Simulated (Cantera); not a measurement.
What does this Cantera script print?

```python
import numpy as np
import cantera as ct

gas_names = """
    H HNO HNO2 HNO3 HO2 H2 H2O H2O2 N NH NH2 NH3 NH2OH NO NO2 NO3 N2 N2H2 N2H4 N2O O OH O2 O3 Zr ZrN ZrO
    ZrO2
""".split()
cond_names = """
    H2O(s) H2O(L) Zr(a) Zr(b) Zr(L) ZrN(s) ZrN(L) ZrO2(a) ZrO2(b) ZrO2(L)
""".split()


# ... load() reads the species with a 1 bar reference pressure and builds the phases ...
atoms = {
    'Zr': {'Zr': 1},
    'H2O': {'H': 2, 'O': 1},
    'N2': {'N': 2},
}
top_T = {}  # K; cautious upper limits of use, not melting points


# ... equilibrate(T, P, feed) seeds the gas with the atoms and calls Mixture.equilibrate('TP', solver="vcs", rtol=1e-11, max_steps=5000) ...
results = []
feed = {'Zr': 1, 'H2O': 0.13, 'N2': 0.37}  # mol
P = 1333.22  # Pa
for T in [1275, 1375, 1475, 1575, 1675, 1775, 1875, 1975, 2075, 2175, 2275, 2375, 2475, 2575]:
    mix = equilibrate(T, P, feed)
    results.append((T, P, feed, dict(zip(mix.species_names, mix.species_moles))))

top = {s: max(r[3][s] / sum(r[3][g] for g in gas_names) for r in results) for s in gas_names}
cols = sorted((s for s in top if top[s] > 1e-06), key=lambda s: -top[s])[:6]
seen = [c for c in cond_names if any(r[3].get(c, 0) > 1e-12 for r in results)]
print("log10 of partial pressures in bar; condensed amounts in mol")
print(f"{'T/K':>10s}" + "".join(f"{s[:9]:>10s}" for s in cols + seen))
for T, P, feed, n in results:
    ng = sum(n[g] for g in gas_names)
    print(f"{T:10.4g}" + "".join(f"{np.log10(max(n[s] / ng * P / 1e5, 1e-99)):10.3f}" for s in cols)
          + "".join(f"{n.get(c, 0):10.4g}" for c in seen))
```

Result:

```
log10 of partial pressures in bar; condensed amounts in mol
       T/K        H2         H       ZrO        N2        Zr      ZrO2     Zr(b)     Zr(L)    ZrN(s)   ZrO2(a)   ZrO2(b)
      1275    -1.875    -7.070   -16.487   -20.222   -17.568   -22.124     0.195         0      0.74     0.065         0
      1375    -1.875    -6.403   -14.626   -18.059   -15.769   -19.762     0.195         0      0.74     0.065         0
      1475    -1.875    -5.825   -13.021   -16.193   -14.214   -17.726     0.195         0      0.74     0.065         0
      1575    -1.875    -5.319   -11.628   -14.569   -12.857   -15.966     0.195         0      0.74         0     0.065
      1675    -1.876    -4.873   -10.405   -13.142   -11.663   -14.419     0.195         0      0.74         0     0.065
      1775    -1.876    -4.477    -9.321   -11.879   -10.604   -13.050     0.195         0      0.74         0     0.065
      1875    -1.878    -4.122    -8.355   -10.754    -9.658   -11.830     0.195         0      0.74         0     0.065
      1975    -1.880    -3.804    -7.489    -9.745    -8.809   -10.735     0.195         0      0.74         0     0.065
      2075    -1.885    -3.517    -6.707    -8.836    -8.042    -9.749     0.195         0      0.74         0     0.065
      2175    -1.893    -3.258    -6.006    -7.988    -7.358    -8.855         0     0.195      0.74         0   0.06499
      2275    -1.907    -3.025    -5.373    -7.192    -6.747    -8.041         0     0.195      0.74         0   0.06498
      2375    -1.929    -2.815    -4.796    -6.464    -6.189    -7.297         0    0.1949      0.74         0   0.06492
      2475    -1.962    -2.629    -4.267    -5.795    -5.677    -6.615         0    0.1947      0.74         0    0.0647
      2575    -2.012    -2.466    -3.780    -5.179    -5.205    -5.987         0    0.1941    0.7398         0   0.06404
```

Cantera equilibrium calculation (NASA polynomials, part measured and part estimated; ideal gas, pure solids and liquids). Mutual solubility and eutectic melting of coexisting phases are not modelled. ZrN: taken at fixed stoichiometry. Condensed phases not in the tables: solid solutions among these carbides, nitrides and lower oxides, N, O or C dissolved in the metal.
